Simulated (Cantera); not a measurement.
An isothermal, constant-pressure homogeneous reactor starts with CH4 : H2 = 1 : 1.7 (molar parts), at 2000 K and 5.10 Torr.

Cantera simulation using GRI-Mech 3.0 (53 species, 325 reactions); the numbers are that mechanism's predictions, not measurements. GRI-Mech 3.0 stops at C3 and has no aromatics, soot or wall deposition, so with more carbon than oxygen in the feed, carbon stays in small species such as C2H2 where larger ones or solid carbon would form. Radical loss at walls, strong at low pressure, is not modelled.

x: mole fraction; the columns are a selection and need not sum to one.

```
t (s)        x CH4   x H2    x C2H6    x C2H2    x CH2
--------  --------  -----  --------  --------  -------
3.00e-5      0.370  0.630  3.84e-10  2.09e-12  1.29e-9
0.000102     0.370  0.630   2.76e-8  7.90e-10  2.68e-8
0.000344     0.368  0.630       [?]       [?]      [?]
0.00116      0.362  0.631       [?]       [?]      [?]
0.00393      0.313  0.653  0.000134   0.00625  2.78e-5
0.0133       0.125  0.773   5.69e-5    0.0801  3.51e-5
0.0451      0.0323  0.837   4.92e-6     0.121  2.06e-5
0.152      0.00490  0.853   1.78e-7     0.132  1.01e-5
0.516     0.000375  0.851   1.72e-9     0.134  2.72e-6
1.75       4.74e-5  0.848  3.50e-11     0.134  5.53e-7
5.91       2.96e-5  0.848  1.51e-11     0.134  3.51e-7
20.0       2.95e-5  0.848  1.50e-11     0.134  3.50e-7
```

**Question.** Fill in the missing entries.

**Answer.** 
- 0.000344, x C2H6: 9.90e-7
- 0.000344, x C2H2: 1.94e-7
- 0.000344, x CH2: 4.04e-7
- 0.00116, x C2H6: 1.66e-5
- 0.00116, x C2H2: 3.80e-5
- 0.00116, x CH2: 4.17e-6
